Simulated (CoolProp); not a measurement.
Values from CoolProp's reference Helmholtz-energy equation of state, Schmidt 1985.

**Question.** Give the vapour pressure (kPa), liquid density (kg/m³), vapour Z, liquid viscosity (µPa s) of saturated oxygen at 90.6, 119.6 K.

**Answer.** 
```json
[
 {"T (K)": "90.6", "p (kPa)": "106", "liquid density (kg/m³)": "1140", "vapour Z": "0.967", "liquid viscosity (µPa s)": "193"},
 {"T (K)": "119.6", "p (kPa)": "999", "liquid density (kg/m³)": "976", "vapour Z": "0.837", "liquid viscosity (µPa s)": "98.3"}
]
```

Viscosity comes from a separate model (Lemmon 2004).
